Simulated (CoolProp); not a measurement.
Properties of R115 along the isotherm 333.2 K.

Values from CoolProp's reference Helmholtz-energy equation of state, Lemmon 2016.

```tsv
p (MPa)	phase	density (kg/m³)	cp (kJ/(kg K))	cv (kJ/(kg K))	isothermal compressibility (1/MPa)	expansivity (1/kK)	fugacity coefficient
0.099	gas	5.590	0.7639	0.7069	10.23	3.127	0.9876
0.16	gas	9.108	0.7669	0.7079	6.383	3.209	0.9799
0.258	gas	14.88	0.7723	0.7096	4.014	3.352	0.9676
0.417	gas	24.61	0.7820	0.7126	2.546	3.611	0.9477
0.674	gas	41.40	0.8014	0.7184	1.649	4.124	0.9155
1.09	gas	72.31	0.8477	0.7308	1.125	5.345	0.8632
1.76	gas	140.1	1.030	0.7647	0.9389	10.24	0.7770
2.84	liquid	1099	1.330	0.7733	0.03162	7.621	0.5564
4.59	liquid	1147	1.211	0.7648	0.01935	5.454	0.3755
7.42	liquid	1198	1.133	0.7581	0.01234	4.078	0.2657
12	liquid	1253	1.077	0.7533	0.007998	3.118	0.2023
19.4	liquid	1313	1.035	0.7508	0.005213	2.417	0.1725
31.3	liquid	1380	1.004	0.7511	0.003405	1.889	0.1749
```
